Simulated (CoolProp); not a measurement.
Vapour-liquid equilibrium of propylene (1) + n-heptane (2) at 0.207 MPa; x and y are mole fractions of (1).

Model: multi-fluid Helmholtz-energy mixture model, Lemmon 2013 and Span 2003; pair parameters Bell 2016, in CoolProp.

Q: Give the bubble temperature and the first vapour's composition at x = 0.2, 0.65, 0.95. Is there an azeotrope?

A: x = 0.2: 291.0 K, y = 0.982; x = 0.65: 251.6 K, y = 0.999; x = 0.95: 243.9 K, y = 1.000. No azeotrope shows between x = 0.05 and 0.95.

Pair parameters are fitted to limited data, so mixtures are less certain than the pure fluids. The gap from Raoult's law changes sign with composition, which may be real or a fault of the pair parameters; it wasn't checked against measurements.
